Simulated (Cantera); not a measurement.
A freely propagating, adiabatic, planar premixed flame of CH₄ : C₂H₆ : O₂ : N₂ : H₂O = 1 : 0.57 : 3.07 : 13.5 : 4.3 (molar parts), unburnt at 450 K and 0.270 bar; mixture-averaged transport, grid criteria slope 0.08 and curve 0.16, no radiation.

Detailed kinetics in Cantera: GRI-Mech 3.0 (53 species, 325 reactions). Burning velocities carry a grid error of a few per cent, more on coarse grids.

**Question.** What does this change do: 0.91 parts CO2 added?

**Answer.** 
| quantity | before | after |
|---|---|---|
| laminar burning velocity | 27.0 cm/s | 20.1 cm/s |
| thermal thickness | 2.95 mm | 3.66 mm |
| peak x(H) | 0.00461 | 0.00357 |
| peak x(CH₃) | 0.00151 | 0.00112 |

**Question.** What does this change do: O2 3.07 to 3.9 parts?

**Answer.** 
```json
[
 {"quantity": "laminar burning velocity", "before": "27.0 cm/s", "after": "66.0 cm/s"},
 {"quantity": "thermal thickness", "before": "2.95 mm", "after": "1.56 mm"},
 {"quantity": "peak x(H)", "before": "0.00461", "after": "0.00857"},
 {"quantity": "peak x(CH₃)", "before": "0.00151", "after": "0.00243"}
]
```

**Question.** What does this change do: O2 3.07 to 2.4 parts?

**Answer.** 
```tsv
quantity	before	after
laminar burning velocity	27.0 cm/s	4.27 cm/s
thermal thickness	2.95 mm	15.9 mm
peak x(H)	0.00461	8.82e-5
peak x(CH₃)	0.00151	0.000234
```
